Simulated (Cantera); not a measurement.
An isothermal, constant-pressure homogeneous reactor starts with 14.9 % CH₄, 85.1 % N₂, at 1600 K and 101000 Pa.

Computed with Cantera and GRI-Mech 3.0 (53 species, 325 reactions). GRI-Mech 3.0 stops at C3 and has no aromatics, soot or wall deposition, so with more carbon than oxygen in the feed, carbon stays in small species such as C2H2 where larger ones or solid carbon would form.

x: mole fraction; the columns are a selection and need not sum to one.

| t (s) | x CH₄ | x CH₃ | x C₂H₂ | x H | x C₂H₄ | x C₂H₆ | x H₂ |
|---|---|---|---|---|---|---|---|
| 0.000300 | 0.149 | 0.000146 | 6.90e-8 | 1.34e-7 | 1.02e-5 | ? | 0.000119 |
| 0.000949 | 0.148 | 0.000254 | 4.09e-6 | 2.73e-7 | 0.000127 | ? | 0.000566 |
| 0.00300 | 0.145 | 0.000394 | 0.000170 | 9.29e-7 | 0.00111 | 0.000529 | 0.00346 |
| 0.00949 | 0.132 | 0.000382 | 0.00352 | 3.20e-6 | 0.00373 | 0.000507 | 0.0187 |
| 0.0300 | 0.106 | 0.000258 | 0.0167 | 6.88e-6 | 0.00218 | ? | 0.0547 |
| 0.0949 | 0.0684 | 0.000155 | 0.0341 | 1.18e-5 | 0.00103 | ? | 0.104 |
| 0.300 | 0.0318 | 7.39e-5 | 0.0501 | 1.75e-5 | 0.000983 | ? | 0.152 |
| 0.949 | 0.0116 | 2.87e-5 | 0.0588 | 2.18e-5 | 0.00119 | ? | 0.179 |
| 3.00 | 0.00639 | 1.64e-5 | 0.0610 | 2.34e-5 | 0.00126 | ? | 0.185 |

**Question.** Some entries are withheld; supply them.

**Answer.** 
- 0.000300, x C₂H₆: 2.52e-5
- 0.000949, x C₂H₆: 0.000172
- 0.0300, x C₂H₆: 0.000214
- 0.0949, x C₂H₆: 7.08e-5
- 0.300, x C₂H₆: 1.48e-5
- 0.949, x C₂H₆: 2.40e-6
- 3.00, x C₂H₆: 1.05e-6
